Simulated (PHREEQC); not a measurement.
A solution holds 0.041 mol NH4Cl and 0.22 mol NaF per kg of water, at 20 °C. Closed to the air; pH follows from the charge balance.

The numbers come from PHREEQC with the ion-association model, phreeqc.dat.

Each row changes one thing in this solution. This is a speciation only: nothing precipitates in the calculation.

```
case                                 pH  Na+ (mol/kgw)  F- (mol/kgw)  NaF (mol/kgw)  NH3 (mol/kgw)  HF (mol/kgw)  SI of Halite (NaCl)
---------------------------------  ----  -------------  ------------  -------------  -------------  ------------  -------------------
as made                            6.75          0.208         0.208         0.0120        5.78e-5       3.28e-5                -3.92
NaF from 0.22 to 0.022 mol/kgw     6.16         0.0218        0.0218       0.000175        1.83e-5       1.62e-5                -4.80
NaF from 0.22 to 0.11 mol/kgw       [?]          0.106         0.106        0.00353        4.03e-5       2.88e-5                -4.17
temperature from 20 to 25 °C        [?]          0.208         0.208         0.0120        7.27e-5       4.06e-5                  [?]
NH4Cl from 0.041 to 0.205 mol/kgw   [?]          0.209         0.209         0.0107       0.000116       6.61e-5                  [?]
```

### Question
Complete the blanks.

### Answer

- NaF from 0.22 to 0.11 mol/kgw, pH: 6.56
- temperature from 20 to 25 °C, pH: 6.70
- temperature from 20 to 25 °C, SI of Halite (NaCl): -3.93
- NH4Cl from 0.041 to 0.205 mol/kgw, pH: 6.41
- NH4Cl from 0.041 to 0.205 mol/kgw, SI of Halite (NaCl): -3.25
